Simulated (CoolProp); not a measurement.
Saturation properties of chlorine.

Values from CoolProp's reference Helmholtz-energy equation of state, Thol 2021.

```json
[
 {"T (°C)": "-28.45", "p (MPa)": "0.1283", "liquid density (kg/m³)": "1548", "vapour density (kg/m³)": "4.617", "liquid cp (kJ/(kg K))": "0.9426"},
 {"T (°C)": "-25.65", "p (MPa)": "0.1441", "liquid density (kg/m³)": "1541", "vapour density (kg/m³)": "5.139", "liquid cp (kJ/(kg K))": "0.9438"},
 {"T (°C)": "-22.85", "p (MPa)": "0.1613", "liquid density (kg/m³)": "1533", "vapour density (kg/m³)": "5.704", "liquid cp (kJ/(kg K))": "0.9451"},
 {"T (°C)": "-19.95", "p (MPa)": "0.1807", "liquid density (kg/m³)": "1525", "vapour density (kg/m³)": "6.340", "liquid cp (kJ/(kg K))": "0.9466"},
 {"T (°C)": "-17.15", "p (MPa)": "0.2012", "liquid density (kg/m³)": "1517", "vapour density (kg/m³)": "7.003", "liquid cp (kJ/(kg K))": "0.9482"},
 {"T (°C)": "-14.35", "p (MPa)": "0.2234", "liquid density (kg/m³)": "1509", "vapour density (kg/m³)": "7.717", "liquid cp (kJ/(kg K))": "0.9500"},
 {"T (°C)": "-11.55", "p (MPa)": "0.2474", "liquid density (kg/m³)": "1501", "vapour density (kg/m³)": "8.486", "liquid cp (kJ/(kg K))": "0.9519"},
 {"T (°C)": "-8.65", "p (MPa)": "0.2744", "liquid density (kg/m³)": "1493", "vapour density (kg/m³)": "9.342", "liquid cp (kJ/(kg K))": "0.9540"},
 {"T (°C)": "-5.85", "p (MPa)": "0.3025", "liquid density (kg/m³)": "1485", "vapour density (kg/m³)": "10.23", "liquid cp (kJ/(kg K))": "0.9562"},
 {"T (°C)": "-3.05", "p (MPa)": "0.3327", "liquid density (kg/m³)": "1477", "vapour density (kg/m³)": "11.18", "liquid cp (kJ/(kg K))": "0.9586"},
 {"T (°C)": "-0.25", "p (MPa)": "0.3651", "liquid density (kg/m³)": "1469", "vapour density (kg/m³)": "12.20", "liquid cp (kJ/(kg K))": "0.9612"}
]
```

It boils at -34.0 °C under 1 atm.
